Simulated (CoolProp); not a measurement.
Model: reference Helmholtz-energy equation of state, Lemmon 2009, in CoolProp.

Task: For propane, give the phase and the cp (kJ/(kg K)), Joule-Thomson coefficient (K/MPa), isothermal compressibility (1/MPa), conductivity (mW/(m K)) at -181.45 °C and 0.851 MPa; -143.35 °C and 0.851 MPa.

Result: 
- -181.45 °C and 0.851 MPa: liquid; cp 1.92, Joule-Thomson coefficient -0.623, isothermal compressibility 0.000446, conductivity 207
- -143.35 °C and 0.851 MPa: liquid; cp 1.97, Joule-Thomson coefficient -0.597, isothermal compressibility 0.000635, conductivity 190

Thermal conductivity comes from a separate model (Marsh 2002).
